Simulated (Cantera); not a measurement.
A perfectly stirred reactor is fed with CO : O₂ : H₂O : N₂ = 0.006 : 0.046 : 0.058 : 1 (molar parts), equivalence ratio 0.065, at 0.987 atm; it is held at 1348 K, and followed from long to short residence time.

Detailed kinetics in Cantera: GRI-Mech 3.0 (53 species, 325 reactions).

Q: What does this change do: H2O 0.058 to 0.49 parts?

A: 
| quantity | before | after |
|---|---|---|
| x(CO) at τ = 2.00 s | 2.30e-5 | 1.56e-5 |
| x(O₂) at τ = 2.00 s | 0.0388 | 0.0279 |
| x(H₂O) at τ = 2.00 s | 0.0524 | 0.318 |
| x(NO) at τ = 2.00 s | 1.24e-7 | 4.34e-9 |
| x(CO₂) at τ = 2.00 s | 0.00540 | 0.00388 |
| x(CO) at τ = 22.0 ms | 0.000462 | 0.000343 |
| x(O₂) at τ = 22.0 ms | 0.0390 | 0.0281 |
| x(H₂O) at τ = 22.0 ms | 0.0523 | 0.318 |
| x(NO) at τ = 22.0 ms | 5.39e-8 | 2.81e-9 |
| x(CO₂) at τ = 22.0 ms | 0.00496 | 0.00355 |

Q: What does this change do: H2O 0.058 to 0.41 parts?

A: 
| quantity | before | after |
|---|---|---|
| x(CO) at τ = 2.00 s | 2.30e-5 | 1.63e-5 |
| x(O₂) at τ = 2.00 s | 0.0388 | 0.0295 |
| x(H₂O) at τ = 2.00 s | 0.0524 | 0.281 |
| x(NO) at τ = 2.00 s | 1.24e-7 | 5.93e-9 |
| x(CO₂) at τ = 2.00 s | 0.00540 | 0.00410 |
| x(CO) at τ = 22.0 ms | 0.000462 | 0.000351 |
| x(O₂) at τ = 22.0 ms | 0.0390 | 0.0296 |
| x(H₂O) at τ = 22.0 ms | 0.0523 | 0.281 |
| x(NO) at τ = 22.0 ms | 5.39e-8 | 3.85e-9 |
| x(CO₂) at τ = 22.0 ms | 0.00496 | 0.00376 |
